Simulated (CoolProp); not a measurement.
Vapour-liquid equilibrium of C2F6 (R116) (1) + R134a (2) at 139 kPa; x and y are mole fractions of (1).

Model: multi-fluid Helmholtz-energy mixture model, Lemmon 2006 and Tillner-Roth 1994; pair parameters Bell 2016, in CoolProp.

| x | bubble temperature, mixture model (K) | bubble temperature, Raoult's law (K) | y, mixture model | y, Raoult's law |
|---|---|---|---|---|
| 0.05 | 231.5 | 247.0 | 0.665 | 0.311 |
| 0.2 | 208.4 | 231.4 | 0.924 | 0.731 |
| 0.35 | 204.6 | 221.6 | 0.944 | 0.875 |
| 0.5 | 204.1 | 214.7 | 0.947 | 0.937 |
| 0.65 | 203.9 | 209.5 | 0.948 | 0.969 |
| 0.8 | 203.2 | 205.4 | 0.956 | 0.986 |
| 0.95 | 201.8 | 202.1 | 0.982 | 0.997 |

The largest gap from Raoult's law is -23.0 K in bubble temperature, at x = 0.2. No azeotrope shows between x = 0.05 and 0.95.

The pair parameters rest on a limited set of measurements; away from them the model extrapolates. With so large a gap from Raoult's law the liquid may split in two, which this calculation doesn't test in full.
